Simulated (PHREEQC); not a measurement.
**Copper plating or etch bath: speciation**

Consider water at 85 °C with 0.003 mol/kgw Cu(BF4)2, 0.013 mol/kgw HCl and 0.0057 mol/kgw KCl. Closed to the air; pH follows from the charge balance.

Equilibrium calculation in PHREEQC: ion-association model, wateq4f.dat.

This is a speciation only: nothing precipitates in the calculation.

Problem. Estimate the pH.

Solution. pH 2.05.

Problem. In which forms is Cl present?

Solution. Cl- 96 %, CuCl+ 3.7 % of the Cl.

Constants without temperature data keep their 25 °C values here. Real BF4- forms and hydrolyses slowly; the run takes it at equilibrium.
